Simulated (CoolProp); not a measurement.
Vapour-liquid equilibrium of sulfur hexafluoride (1) + CH2F2 (R32) (2) at 252.5 K; x and y are mole fractions of (1).

The numbers come from the multi-fluid Helmholtz-energy mixture model, Guder 2009 and Tillner-Roth 1997; pair parameters Bell 2016 in CoolProp.

```csv
x,bubble pressure (kPa),y at the bubble point,dew pressure at overall composition x (kPa),liquid density (mol/L)
0.05,592.2,0.334,417.2,20.59
0.15,794.0,0.517,___,18.83
0.25,866.4,___,528.0,17.33
0.35,890.2,0.589,___,___
0.45,899.1,0.599,708.7,14.95
0.55,903.9,0.610,839.6,14.03
0.65,905.0,0.627,899.5,13.27
0.75,895.3,0.661,841.7,12.65
0.85,858.6,0.725,771.7,12.15
0.95,___,0.863,705.6,11.75
```

Fill in the missing entries.


- 0.15, dew pressure at overall composition x (kPa): 466.6
- 0.25, y at the bubble point: 0.569
- 0.35, dew pressure at overall composition x (kPa): 606.4
- 0.35, liquid density (mol/L): 16.04
- 0.95, bubble pressure (kPa): 762.7

y crosses x between x = 0.55 and 0.65: the model has an azeotrope there.

Pair parameters are fitted to limited data, so mixtures are less certain than the pure fluids. With so large a gap from Raoult's law the liquid may split in two, which this calculation doesn't test in full.
